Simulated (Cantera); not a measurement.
An adiabatic, constant-pressure homogeneous reactor starts with 18.8 % CO, 4.52 % H2, 17.4 % O2, 59.3 % N2, at 1498 K and 150000 Pa.

Cantera simulation using GRI-Mech 3.0 (53 species, 325 reactions); the numbers are that mechanism's predictions, not measurements.

x: mole fraction; the columns are a selection and need not sum to one.

| t (s) | T (K) | x CO | x H2 | x O2 | x NO2 | x HO2 | x NO | x O |
|---|---|---|---|---|---|---|---|---|
| 2.00e-6 | 1498 | 0.188 | 0.0452 | 0.174 | <1e-12 | 1.53e-7 | <1e-12 | 3.59e-7 |
| 8.53e-6 | 1498 | 0.188 | 0.0448 | 0.174 | <1e-12 | 1.26e-5 | 1.79e-11 | 0.000128 |
| 3.64e-5 | 1963 | 0.102 | 0.00450 | 0.0957 | [?] | 1.77e-5 | 3.39e-5 | 0.0383 |
| 0.000155 | 2499 | 0.0699 | 0.00298 | 0.0868 | [?] | 5.87e-6 | 0.000441 | 0.0177 |
| 0.000663 | 2724 | 0.0507 | 0.00193 | 0.0795 | [?] | 8.19e-6 | 0.00417 | 0.00952 |
| 0.00283 | 2717 | 0.0497 | 0.00190 | 0.0748 | [?] | 7.79e-6 | 0.0137 | 0.00874 |
| 0.0121 | 2714 | 0.0495 | 0.00190 | 0.0731 | 9.04e-6 | 7.61e-6 | 0.0173 | 0.00849 |
| 0.0515 | 2714 | 0.0495 | 0.00190 | 0.0731 | 9.05e-6 | 7.61e-6 | 0.0173 | 0.00849 |
| 0.220 | 2714 | 0.0495 | 0.00190 | 0.0731 | 9.05e-6 | 7.61e-6 | 0.0173 | 0.00849 |
| 0.937 | 2714 | 0.0495 | 0.00190 | 0.0731 | 9.05e-6 | 7.61e-6 | 0.0173 | 0.00849 |
| 4.00 | 2714 | 0.0495 | 0.00190 | 0.0731 | 9.05e-6 | 7.61e-6 | 0.0173 | 0.00849 |

Problem. Fill in the missing entries.

Solution. 
- 3.64e-5, x NO2: 1.44e-8
- 0.000155, x NO2: 2.05e-7
- 0.000663, x NO2: 2.24e-6
- 0.00283, x NO2: 7.22e-6
